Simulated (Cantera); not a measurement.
A closed system holds: 1 mol B2O3, 11 mol H2O, 25 mol H2, 0.23 mol NH3, equilibrated at 400 Pa.

Equilibrium computed with Cantera from the NASA thermochemical tables; the gas is ideal and each condensed phase is pure. Candidate condensed phases: B, BN, B2O3, B3O3H3, H2O; 39 gas species. The numbers say what is thermodynamically allowed, not how fast it happens. All values below are at 1798 K.

Base state: H2 0.672, H2O 0.267, HBO2 0.0514, H 0.00456, N2 0.00306, B2O3 0.000725, HBO 0.000329, OH 0.000119 (mole fractions); condensed: gas only.

What changes in the equilibrium state with this change: pressure from 400 Pa to 13300 Pa?


```
species    before     after
-------  --------  --------
H2          0.672     0.676
H2O         0.267     0.268
HBO2       0.0514    0.0516
H         0.00456  0.000793
OH       0.000119   2.07e-5
BO2       2.79e-5   4.83e-6
BO        3.99e-5   6.93e-6
HBO      0.000329  0.000331
```
